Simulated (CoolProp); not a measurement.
Vapour-liquid equilibrium of n-hexane (1) + p-xylene (2) at 143.85 °C; x and y are mole fractions of (1).

Computed with CoolProp (multi-fluid Helmholtz-energy mixture model, Thol 2019 and Zhou 2012; pair parameters Bell 2016).

```csv
x,bubble pressure (bar),y at the bubble point,dew pressure at overall composition x (bar),liquid density (mol/L)
0.05,1.496,0.244,1.227,7.006
0.125,1.961,0.456,1.319,6.953
0.2,2.404,0.584,1.425,?
0.275,?,0.671,1.550,6.840
0.35,3.236,0.734,?,6.780
0.425,3.632,0.783,1.876,6.718
0.5,4.020,?,2.094,6.653
0.575,?,0.857,2.366,6.585
0.65,4.783,?,2.715,6.514
0.725,5.167,?,3.172,6.440
0.8,5.558,0.939,3.787,6.363
0.875,5.960,0.962,4.624,6.281
0.95,6.378,?,5.750,6.196
```

Q: Complete the blanks.

A: 
- 0.2, liquid density (mol/L): 6.898
- 0.275, bubble pressure (bar): 2.828
- 0.35, dew pressure at overall composition x (bar): 1.698
- 0.5, y at the bubble point: 0.823
- 0.575, bubble pressure (bar): 4.402
- 0.65, y at the bubble point: 0.887
- 0.725, y at the bubble point: 0.914
- 0.95, y at the bubble point: 0.985

No azeotrope shows between x = 0.05 and 0.95.

Pair parameters are fitted to limited data, so mixtures are less certain than the pure fluids.
